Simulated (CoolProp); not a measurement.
Computed with CoolProp (reference Helmholtz-energy equation of state, Thol 2016).

**Question.** For R1234ze(E), give the phase and the Z, speed of sound (m/s), Joule-Thomson coefficient (K/MPa), isothermal compressibility (1/MPa) at 143.95 °C and 3 MPa; 143.95 °C and 8 MPa; 143.95 °C and 10 MPa.

**Answer.** 
- 143.95 °C and 3 MPa: gas; Z 0.757, speed of sound 145, Joule-Thomson coefficient 9.15, isothermal compressibility 0.458
- 143.95 °C and 8 MPa: supercritical; Z 0.396, speed of sound 175, Joule-Thomson coefficient 2.90, isothermal compressibility 0.0925
- 143.95 °C and 10 MPa: supercritical; Z 0.437, speed of sound 225, Joule-Thomson coefficient 1.57, isothermal compressibility 0.0434
